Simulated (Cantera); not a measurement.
A closed system holds: 1 mol BCl3, 1.3 mol N2, at 577 °C and 0.00133 bar.

These are equilibrium values from Cantera (NASA tables, ideal gas, pure condensed phases), not measurements of a reactor. Candidate condensed phases: B, BN; 10 gas species. Equilibrium is a limit: real reactors are often held back by kinetics, nucleation or transport.

**Question.** What is the equilibrium state?

**Answer.** 
```
Item                                Result
-------------------------------  ---------
x(N2)                                0.565
x(BCl3)                              0.435
gas amount                       2.300 mol
log10 activity of B(s) (absent)      -9.25
```
